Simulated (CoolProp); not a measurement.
Computed with CoolProp (reference Helmholtz-energy equation of state, Pan 2012).

Task: Give the vapour pressure (MPa), vapour density (kg/m³), enthalpy of vaporisation (kJ/kg), surface tension (mN/m) of saturated R236FA at 18.25, 38.35, 78.75 °C.

Result: 
```tsv
T (°C)	p (MPa)	vapour density (kg/m³)	enthalpy of vaporisation (kJ/kg)	surface tension (mN/m)
18.25	0.216	14.7	149	10.4
38.35	0.416	27.9	137	8.02
78.75	1.21	85.8	107	3.66
```

Surface tension comes from a separate correlation (Mulero 2012).
